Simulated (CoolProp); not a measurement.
Propylene glycol along the isobar 31400 kPa: density (kg/m³) from the reference equation and from simpler models built on Tc = 674.0 K, pc = 7292 kPa, ω = 0.327; each cubic takes its own stable root.

Values from CoolProp's reference Helmholtz-energy equation of state, Eisenbach 2021.

```tsv
T (K)	phase	reference	Redlich-Kwong	Soave-Redlich-Kwong	Peng-Robinson
263	liquid	1072	1036	1050	1175
282.9	liquid	1058	1023	1040	1164
302.7	liquid	1044	1010	1029	1152
322.6	liquid	1030	997.0	1017	1140
342.4	liquid	1015	983.1	1005	1127
362.2	liquid	1001	968.7	992.0	1113
382.1	liquid	985.7	953.8	978.4	1098
401.9	liquid	970.5	938.5	964.2	1083
421.7	liquid	954.8	922.7	949.2	1066
441.6	liquid	938.6	906.3	933.5	1049
```
